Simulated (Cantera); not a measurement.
Input (Python, Cantera) and output of one run.

```python
import numpy as np
import cantera as ct

gas_names = """
    CL CL2 H HCL H2 Si SiCL SiCL2 SiCL3 SiCL4 SiH SiHCL3 SiH2 SiH2CL2 SiH3 SiH3CL SiH4 Si2 Si3
""".split()
cond_names = """
    Si(cr) Si(L)
""".split()


# ... load() reads the species with a 1 bar reference pressure and builds the phases ...
atoms = {
    'Si': {'Si': 1},
    'HCl': {'H': 1, 'CL': 1},
    'H2': {'H': 2},
}
top_T = {}  # K; cautious upper limits of use, not melting points


# ... equilibrate(T, P, feed) seeds the gas with the atoms and calls Mixture.equilibrate('TP', solver="vcs", rtol=1e-11, max_steps=5000) ...
results = []
feed = {'Si': 1, 'HCl': 1.5, 'H2': 2.4}  # mol
P = 1700000  # Pa
for T in [775, 875, 975, 1075, 1175, 1275, 1375, 1475, 1575, 1675]:
    mix = equilibrate(T, P, feed)
    results.append((T, P, feed, dict(zip(mix.species_names, mix.species_moles))))
    x = sorted(zip(gas.X, gas.species_names), reverse=True)
    print(f"T = {T:g} K  P = {P:g} Pa  gas = {mix.phase_moles(0):.4g} mol")
    print("   x: " + "  ".join(f"{s} {v:.3e}" for v, s in x if v > 0.001))
    print("   condensed (mol): " + ("  ".join(f"{mix.phase(i).name} {mix.phase_moles(i):.4g}"
          for i in range(1, mix.n_phases) if mix.phase_moles(i) > 1e-12) or "none"))
```

Output:

```
T = 775 K  P = 1.7e+06 Pa  gas = 3.449 mol
   x: H2 8.688e-01  SiHCL3 7.218e-02  SiCL4 5.046e-02  SiH2CL2 7.963e-03
   condensed (mol): Si(cr) 0.5488
T = 875 K  P = 1.7e+06 Pa  gas = 3.45 mol
   x: H2 8.682e-01  SiHCL3 7.001e-02  SiCL4 5.137e-02  SiH2CL2 8.723e-03  HCL 1.394e-03
   condensed (mol): Si(cr) 0.55
T = 975 K  P = 1.7e+06 Pa  gas = 3.453 mol
   x: H2 8.666e-01  SiHCL3 6.786e-02  SiCL4 5.185e-02  SiH2CL2 9.297e-03  HCL 3.786e-03
   condensed (mol): Si(cr) 0.5526
T = 1075 K  P = 1.7e+06 Pa  gas = 3.459 mol
   x: H2 8.635e-01  SiHCL3 6.543e-02  SiCL4 5.166e-02  SiH2CL2 9.691e-03  HCL 8.472e-03
   condensed (mol): Si(cr) 0.5571
T = 1175 K  P = 1.7e+06 Pa  gas = 3.47 mol
   x: H2 8.580e-01  SiHCL3 6.232e-02  SiCL4 5.041e-02  HCL 1.636e-02  SiH2CL2 9.879e-03  SiCL3 1.916e-03
   condensed (mol): Si(cr) 0.564
T = 1275 K  P = 1.7e+06 Pa  gas = 3.488 mol
   x: H2 8.494e-01  SiHCL3 5.802e-02  SiCL4 4.758e-02  HCL 2.812e-02  SiH2CL2 9.805e-03  SiCL3 4.201e-03  SiCL2 2.413e-03
   condensed (mol): Si(cr) 0.5727
T = 1375 K  P = 1.7e+06 Pa  gas = 3.518 mol
   x: H2 8.372e-01  SiHCL3 5.201e-02  HCL 4.379e-02  SiCL4 4.264e-02  SiH2CL2 9.398e-03  SiCL3 7.826e-03  SiCL2 6.600e-03
   condensed (mol): Si(cr) 0.5814
T = 1475 K  P = 1.7e+06 Pa  gas = 3.563 mol
   x: H2 8.216e-01  HCL 6.247e-02  SiHCL3 4.402e-02  SiCL4 3.537e-02  SiCL2 1.496e-02  SiCL3 1.247e-02  SiH2CL2 8.599e-03
   condensed (mol): Si(cr) 0.587
T = 1575 K  P = 1.7e+06 Pa  gas = 3.62 mol
   x: H2 8.036e-01  HCL 8.218e-02  SiHCL3 3.445e-02  SiCL2 2.849e-02  SiCL4 2.641e-02  SiCL3 1.696e-02  SiH2CL2 7.420e-03
   condensed (mol): Si(cr) 0.5865
T = 1675 K  P = 1.7e+06 Pa  gas = 3.686 mol
   x: H2 7.856e-01  HCL 1.002e-01  SiCL2 4.614e-02  SiHCL3 2.455e-02  SiCL3 1.964e-02  SiCL4 1.736e-02  SiH2CL2 5.993e-03
   condensed (mol): Si(cr) 0.5793
```

These are equilibrium values from Cantera (NASA tables, ideal gas, pure condensed phases), not measurements of a reactor. The tables' values for SiCl3 are old estimates; treat these amounts as uncertain. Gases not in the tables: Si2H6 and higher silanes.
